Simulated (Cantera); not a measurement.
A perfectly stirred reactor is fed with CO : H2 : O2 : N2 = 1 : 0.04 : 0.825 : 3.1 (molar parts), equivalence ratio 0.63, at 2.57 atm; it is adiabatic with a 450 K inlet, and is followed from long to short residence time, starting on the burning branch (τ in s: 0.45, 0.17, 0.063, 0.024, 0.009, 0.0034, 0.0013, 0.00048, 0.00018, 6.8e-05).

Cantera simulation using GRI-Mech 3.0 (53 species, 325 reactions); the numbers are that mechanism's predictions, not measurements. The hydrogen kinetics of GRI-Mech 3.0 are dated; newer H2 mechanisms differ, most at raised pressure.

Question: Predict: blow-out, bracketed by the residence times tried; x(CO) at τ = 0.450 s; x(H2) at τ = 0.450 s; x(O2) at τ = 0.450 s; x(NO) at τ = 0.450 s; x(H) at τ = 0.450 s; x(CO) at τ = 3.40 ms; x(H2) at τ = 3.40 ms; x(O2) at τ = 3.40 ms; x(NO) at τ = 3.40 ms; x(H) at τ = 3.40 ms.

Answer: 
```json
{
 "blow_out_bracketed_by_the_residence_times_tried": "burning at 0.480 ms, out at 0.180 ms",
 "x(CO) at τ = 0.450 s": "0.00245",
 "x(H2) at τ = 0.450 s": "1.84e-5",
 "x(O2) at τ = 0.450 s": "0.0677",
 "x(NO) at τ = 0.450 s": "0.00336",
 "x(H) at τ = 0.450 s": "1.22e-5",
 "x(CO) at τ = 3.40 ms": "0.0214",
 "x(H2) at τ = 3.40 ms": "0.000154",
 "x(O2) at τ = 3.40 ms": "0.0763",
 "x(NO) at τ = 3.40 ms": "0.000260",
 "x(H) at τ = 3.40 ms": "0.000371"
}
```
